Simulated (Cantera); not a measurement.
Cantera run:

```python
import numpy as np
import cantera as ct

gas_names = [...]  # 113 gases of nasa_gas.yaml made of C, H, O, Ti
cond_names = """
    C(gr) C6H6(L) C7H8(L) C8H18(L),n-octa H2O(s) H2O(L) Ti(a) Ti(b) Ti(L) TiC(s) TiC(L) TiO(a) TiO(b)
    TiO(L) TiO2(ru) TiO2(L) Ti2O3(a) Ti2O3(b) Ti2O3(L) Ti3O5(a) Ti3O5(b) Ti3O5(L) Ti4O7(s) Ti4O7(L)
""".split()


# ... load() reads the species with a 1 bar reference pressure and builds the phases ...
atoms = {
    'Ti(OiPr)4': {'Ti': 1, 'C': 12, 'H': 28, 'O': 4},
    'H2': {'H': 2},
}
top_T = {'C(gr)': 4500}  # K; cautious upper limits of use, not melting points


# ... equilibrate(T, P, feed) seeds the gas with the atoms and calls Mixture.equilibrate('TP', solver="vcs", rtol=1e-11, max_steps=5000) ...
results = []
feed = {'Ti(OiPr)4': 1, 'H2': 130}  # mol
T = 1123.15  # K
for P in [10, 28, 77, 220, 600, 1700, 4600, 13000, 36000, 100000]:
    mix = equilibrate(T, P, feed)
    results.append((T, P, feed, dict(zip(mix.species_names, mix.species_moles))))
    x = sorted(zip(gas.X, gas.species_names), reverse=True)
    print(f"T = {T:g} K  P = {P:g} Pa  gas = {mix.phase_moles(0):.4g} mol")
    print("   x: " + "  ".join(f"{s} {v:.3e}" for v, s in x if v > 1e-05))
    print("   condensed (mol): " + ("  ".join(f"{mix.phase(i).name} {mix.phase_moles(i):.4g}"
          for i in range(1, mix.n_phases) if mix.phase_moles(i) > 1e-12) or "none"))
```

Result:

```
T = 1123.15 K  P = 10 Pa  gas = 148 mol
   x: H2 9.730e-01  CO 2.703e-02
   condensed (mol): C(gr) 7  TiC(s) 1
T = 1123.15 K  P = 28 Pa  gas = 148 mol
   x: H2 9.730e-01  CO 2.703e-02
   condensed (mol): C(gr) 6.999  TiC(s) 1
T = 1123.15 K  P = 77 Pa  gas = 148 mol
   x: H2 9.729e-01  CO 2.703e-02  CH4 2.137e-05
   condensed (mol): C(gr) 6.997  TiC(s) 1
T = 1123.15 K  P = 220 Pa  gas = 148 mol
   x: H2 9.729e-01  CO 2.702e-02  CH4 6.104e-05
   condensed (mol): C(gr) 6.992  TiC(s) 1
T = 1123.15 K  P = 600 Pa  gas = 148 mol
   x: H2 9.728e-01  CO 2.702e-02  CH4 1.664e-04  H2O 1.039e-05
   condensed (mol): C(gr) 6.977  TiC(s) 1
T = 1123.15 K  P = 1700 Pa  gas = 146.3 mol
   x: H2 9.836e-01  CO 1.594e-02  CH4 4.821e-04  H2O 1.755e-05
   condensed (mol): C(gr) 9.599  Ti3O5(b) 0.3333
T = 1123.15 K  P = 4600 Pa  gas = 146.1 mol
   x: H2 9.827e-01  CO 1.592e-02  CH4 1.302e-03  H2O 4.739e-05
   condensed (mol): C(gr) 9.483  Ti3O5(b) 0.3333
T = 1123.15 K  P = 13000 Pa  gas = 145.7 mol
   x: H2 9.809e-01  CO 1.531e-02  CH4 3.666e-03  H2O 1.286e-04
   condensed (mol): C(gr) 9.235  Ti4O7(s) 0.25
T = 1123.15 K  P = 36000 Pa  gas = 144.7 mol
   x: H2 9.744e-01  CO 1.518e-02  CH4 1.002e-02  H2O 3.508e-04
   condensed (mol): C(gr) 8.351  Ti4O7(s) 0.25
T = 1123.15 K  P = 100000 Pa  gas = 142.1 mol
   x: H2 9.590e-01  CH4 2.696e-02  CO 1.322e-02  H2O 8.352e-04  CO2 1.053e-05
   condensed (mol): C(gr) 6.291  TiO2(ru) 1
```

Cantera equilibrium calculation (NASA polynomials, part measured and part estimated; ideal gas, pure solids and liquids). The feed counts by its element totals alone. TiC: taken at fixed stoichiometry. Condensed phases not in the tables: Magnéli phases beyond Ti4O7.
